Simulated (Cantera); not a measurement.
Charge: 1 mol SiH4, 14 mol H2, 0.0059 mol C3H8, at 2027 °C.

These are equilibrium values from Cantera (NASA tables, ideal gas, pure condensed phases), not measurements of a reactor. Candidate condensed phases: C, C6H6, C7H8, C8H18, Si, SiC; 87 gas species. Mutual solubility and eutectic melting of coexisting phases are not modelled. Gases not in the tables: Si2H6 and higher silanes. The numbers say what is thermodynamically allowed, not how fast it happens.

### Question
Which condensed phases are stable at each of these points (P (Pa)): 100, 400, 1600, 6300, 25000, 100000?

### Answer
```json
[
 {"P (Pa)": "100", "condensed phases": "gas only", "Si condensed (%)": "0.0"},
 {"P (Pa)": "400", "condensed phases": "gas only", "Si condensed (%)": "0.0"},
 {"P (Pa)": "1600", "condensed phases": "gas only", "Si condensed (%)": "0.0"},
 {"P (Pa)": "6300", "condensed phases": "Si(l)", "Si condensed (%)": "68.2"},
 {"P (Pa)": "25000", "condensed phases": "Si(l) + SiC(s)", "Si condensed (%)": "90.8"},
 {"P (Pa)": "100000", "condensed phases": "Si(l) + SiC(s)", "Si condensed (%)": "96.9"}
]
```

From 1.00 mbar to 16.0 mbar nothing is condensed. At 63.0 mbar the condensed part is Si(l). From 0.250 bar to 1.00 bar the condensed part is Si(l) + SiC(s).
